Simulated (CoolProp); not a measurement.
Computed with CoolProp (reference Helmholtz-energy equation of state, Lemmon 2006). It is a short technical equation, of lower accuracy than the large ones.

**Question.** For n-nonane, give the phase and the cv (kJ/(kg K)), fugacity coefficient at 447.9 K and 33.9 bar; 457.2 K and 33.9 bar; 466.5 K and 33.9 bar.

**Answer.** 
- 447.9 K and 33.9 bar: liquid; cv 2.36, fugacity coefficient 0.0600
- 457.2 K and 33.9 bar: liquid; cv 2.40, fugacity coefficient 0.0729
- 466.5 K and 33.9 bar: liquid; cv 2.43, fugacity coefficient 0.0876
